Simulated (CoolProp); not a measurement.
Vapour-liquid equilibrium of n-heptane (1) + m-xylene (2) at 8.75 °C; x and y are mole fractions of (1).

Computed with CoolProp (multi-fluid Helmholtz-energy mixture model, Span 2003 and Zhou 2012; pair parameters Bell 2016).

```csv
x,"bubble pressure, mixture model (bar)","bubble pressure, Raoult's law (bar)","y, mixture model","y, Raoult's law"
0.05,0.005766,0.005164,0.325,0.248
0.2,0.009923,0.008388,0.663,0.610
0.35,0.01326,0.01161,0.787,0.771
0.5,0.01619,0.01484,0.859,0.862
0.65,0.01896,0.01806,0.910,0.921
0.8,0.02173,0.02128,0.952,0.962
0.95,0.02460,0.02451,0.989,0.992
```

The largest gap from Raoult's law is +18.3 % in bubble pressure, at x = 0.2. No azeotrope shows between x = 0.05 and 0.95.

The pair parameters rest on a limited set of measurements; away from them the model extrapolates.
